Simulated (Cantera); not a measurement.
**Silicon epitaxy and polysilicon growth: Si2Cl6 + Cl2 + N2**

Feed: 1 mol Si2Cl6, 0.12 mol Cl2, 41 mol N2, equilibrated at 1.33 mbar.

Equilibrium computed with Cantera from the NASA thermochemical tables; the gas is ideal and each condensed phase is pure. Candidate condensed phases: Si, Si3N4; 13 gas species. The feed counts by its element totals alone. N2 is the only nitrogen source here; it is nearly inert below about 1500 K, so the nitride shown seldom forms there in practice. The tables' values for SiCl3 are old estimates; treat these amounts as uncertain. The numbers say what is thermodynamically allowed, not how fast it happens.

```json
[
 {"T (°C)": "802", "x N2": "0.963", "x SiCl4": "0.0365", "x SiCl2": "0.000102", "x Cl": "3.96e-7", "x SiCl3": "0.000485", "x Cl2": "1.72e-10", "x SiCl": "1.12e-12", "x Si": "<1e-12", "n Si3N4(s)": "0.144"},
 {"T (°C)": "902", "x N2": "0.962", "x SiCl4": "0.0344", "x SiCl2": "0.00143", "x Cl": "3.41e-6", "x SiCl3": "0.00225", "x Cl2": "1.18e-9", "x SiCl": "1.97e-10", "x Si": "<1e-12", "n Si3N4(s)": "0.129"},
 {"T (°C)": "1002", "x N2": "0.956", "x SiCl4": "0.0255", "x SiCl2": "0.0117", "x Cl": "1.97e-5", "x SiCl3": "0.00677", "x Cl2": "5.29e-9", "x SiCl": "1.44e-8", "x Si": "4.93e-11", "n Si3N4(s)": "0.0394"},
 {"T (°C)": "1102", "x N2": "0.953", "x SiCl4": "0.0216", "x SiCl2": "0.0162", "x Cl": "0.000191", "x SiCl3": "0.00872", "x Cl2": "8.89e-8", "x SiCl": "6.00e-8", "x Si": "2.87e-10", "n Si3N4(s)": "0"},
 {"T (°C)": "1202", "x N2": "0.952", "x SiCl4": "0.0203", "x SiCl2": "0.0163", "x Cl": "0.00162", "x SiCl3": "0.00986", "x Cl2": "1.45e-6", "x SiCl": "1.31e-7", "x Si": "7.03e-10", "n Si3N4(s)": "0"},
 {"T (°C)": "1302", "x N2": "0.945", "x SiCl4": "0.0160", "x SiCl2": "0.0193", "x Cl": "0.00884", "x SiCl3": "0.0108", "x Cl2": "1.17e-5", "x SiCl": "3.63e-7", "x Si": "2.56e-9", "n Si3N4(s)": "0"},
 {"T (°C)": "1402", "x N2": "0.928", "x SiCl4": "0.00725", "x SiCl2": "0.0281", "x Cl": "0.0262", "x SiCl3": "0.00991", "x Cl2": "3.25e-5", "x SiCl": "1.68e-6", "x Si": "2.27e-8", "n Si3N4(s)": "0"}
]
```
x: gas mole fraction; n: condensed amount in mol.

From 802 °C to 1002 °C the condensed part is Si3N4(s). From 1102 °C to 1402 °C nothing is condensed. The main Si-bearing gas is SiCl4 at 802 °C and SiCl2 at 1402 °C.
